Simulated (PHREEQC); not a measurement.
# Nickel, zinc or cadmium bath

Dissolve 0.002 mol CdSO4, 3.4e-05 mol NaCl and 0.022 mol NiCl2 per kg of water at 32 °C. Closed to the air; pH follows from the charge balance.

Model: ion-association model, wateq4f.dat, run in PHREEQC.

Each row changes one thing in this solution. This is a speciation only: nothing precipitates in the calculation.

```json
[
 {"case": "as made", "pH": "5.82", "ionic strength (mol/kgw)": "0.0659", "Cl- (mol/kgw)": "0.0416", "Ni+2 (mol/kgw)": "0.0202", "CdCl+ (mol/kgw)": "0.00114", "SO4-2 (mol/kgw)": "0.00114", "SI of CdOHCl (CdOHCl)": "-2.60", "SI of Morenosite (NiSO4:7H2O)": "-3.09"},
 {"case": "diluted 100-fold with water", "pH": "6.60", "ionic strength (mol/kgw)": "0.000735", "Cl- (mol/kgw)": "0.000439", "Ni+2 (mol/kgw)": "0.000219", "CdCl+ (mol/kgw)": "7.27e-7", "SO4-2 (mol/kgw)": "1.92e-5", "SI of CdOHCl (CdOHCl)": "-4.94", "SI of Morenosite (NiSO4:7H2O)": "-6.17"},
 {"case": "temperature from 32 to 35 °C", "pH": "5.79", "ionic strength (mol/kgw)": "0.0659", "Cl- (mol/kgw)": "0.0416", "Ni+2 (mol/kgw)": "0.0202", "CdCl+ (mol/kgw)": "0.00114", "SO4-2 (mol/kgw)": "0.00113", "SI of CdOHCl (CdOHCl)": "?", "SI of Morenosite (NiSO4:7H2O)": "-3.11"},
 {"case": "NiCl2 from 0.022 to 0.0022 mol/kgw", "pH": "6.15", "ionic strength (mol/kgw)": "0.0119", "Cl- (mol/kgw)": "0.00406", "Ni+2 (mol/kgw)": "0.00194", "CdCl+ (mol/kgw)": "0.000350", "SO4-2 (mol/kgw)": "0.00149", "SI of CdOHCl (CdOHCl)": "?", "SI of Morenosite (NiSO4:7H2O)": "?"},
 {"case": "NaCl from 3.4e-05 to 6.8e-05 mol/kgw", "pH": "5.82", "ionic strength (mol/kgw)": "0.0660", "Cl- (mol/kgw)": "0.0416", "Ni+2 (mol/kgw)": "0.0202", "CdCl+ (mol/kgw)": "0.00114", "SO4-2 (mol/kgw)": "0.00114", "SI of CdOHCl (CdOHCl)": "-2.60", "SI of Morenosite (NiSO4:7H2O)": "-3.09"},
 {"case": "diluted 10-fold with water", "pH": "6.21", "ionic strength (mol/kgw)": "0.00712", "Cl- (mol/kgw)": "0.00434", "Ni+2 (mol/kgw)": "0.00215", "CdCl+ (mol/kgw)": "4.46e-5", "SO4-2 (mol/kgw)": "0.000161", "SI of CdOHCl (CdOHCl)": "-3.57", "SI of Morenosite (NiSO4:7H2O)": "?"},
 {"case": "NaCl left out", "pH": "5.82", "ionic strength (mol/kgw)": "0.0659", "Cl- (mol/kgw)": "0.0416", "Ni+2 (mol/kgw)": "0.0202", "CdCl+ (mol/kgw)": "0.00114", "SO4-2 (mol/kgw)": "0.00114", "SI of CdOHCl (CdOHCl)": "-2.60", "SI of Morenosite (NiSO4:7H2O)": "-3.09"}
]
```

Problem. Some entries are withheld; supply them.

Solution. 
- temperature from 32 to 35 °C, SI of CdOHCl (CdOHCl): -2.59
- NiCl2 from 0.022 to 0.0022 mol/kgw, SI of CdOHCl (CdOHCl): -2.74
- NiCl2 from 0.022 to 0.0022 mol/kgw, SI of Morenosite (NiSO4:7H2O): -3.61
- diluted 10-fold with water, SI of Morenosite (NiSO4:7H2O): -4.46

In wateq4f.dat the enthalpy of Ni(OH)2 has the wrong sign, so its saturation index can't be trusted away from 25 °C.
